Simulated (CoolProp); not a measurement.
Nitrous oxide along the isotherm 404.4 K: fugacity coefficient from the reference equation and from simpler models built on Tc = 309.5 K, pc = 7245 kPa, ω = 0.161; each cubic takes its own stable root.

The numbers come from the reference Helmholtz-energy equation of state, Lemmon 2006 in CoolProp. It is a short technical equation, of lower accuracy than the large ones.

```
p (kPa)          phase  reference  van der Waals  Peng-Robinson
-------  -------------  ---------  -------------  -------------
1290               gas     0.9750         0.9732         0.9714
2590               gas     0.9503         0.9464         0.9436
3880               gas     0.9264         0.9202         0.9169
5170               gas     0.9030         0.8942         0.8912
6470               gas     0.8799         0.8683         0.8662
7760     supercritical     0.8576         0.8429         0.8424
9060     supercritical     0.8357         0.8177         0.8194
10300    supercritical     0.8153         0.7940         0.7983
11600    supercritical     0.7946         0.7696         0.7773
12900    supercritical     0.7746         0.7459         0.7573
14200    supercritical     0.7554         0.7231         0.7384
15500    supercritical     0.7369         0.7015         0.7205
16800    supercritical     0.7193         0.6814         0.7037
18100    supercritical     0.7027         0.6630         0.6880
```
